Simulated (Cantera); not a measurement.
Input: 1 mol BF₃, 2.1 mol H₂, 8.1 mol O₂, equilibrated at 575 °C and 0.133 bar.

These are equilibrium values from Cantera (NASA tables, ideal gas, pure condensed phases), not measurements of a reactor. Candidate condensed phases: B, B₂O₃, B₃O₃H₃, H₂O; 43 gas species. Gases not in the tables: H₃BO₃. The numbers say what is thermodynamically allowed, not how fast it happens.

Base state: O₂ 0.688, H₂O 0.170, BF₃ 0.0706, HF 0.0641, B₃O₃F₃ 0.00557, (HBO₂)₃ 0.00172 (mole fractions); condensed: B₂O₃(l).

### Question
What changes in the equilibrium state with this change: pressure from 0.133 bar to 1.33 mbar?

### Answer
```
species        before     after
------------  -------  --------
O₂              0.688     0.681
H₂O             0.170     0.145
HF             0.0641     0.116
BF₃            0.0706    0.0537
BOF           1.31e-6   2.57e-5
(HBO₂)₃       0.00172  0.000134
B₃O₃F₃        0.00557   0.00424
B₂O₃(l), mol   0.0260     0.154
```

### Question
What changes in the equilibrium state with this change: temperature from 575 °C to 1202 °C?

### Answer
```csv
species,before,after
O₂,0.688,0.647
HF,0.0641,0.156
H₂O,0.170,0.108
BOF,1.31e-6,0.0540
HBO₂,6.73e-7,0.0126
BF₃,0.0706,0.0201
B₂O₃,<1e-9,5.08e-5
BO₂,<1e-9,2.07e-5
OH,1.01e-8,0.000143
"B₂O₃(l), mol",0.0260,0
```
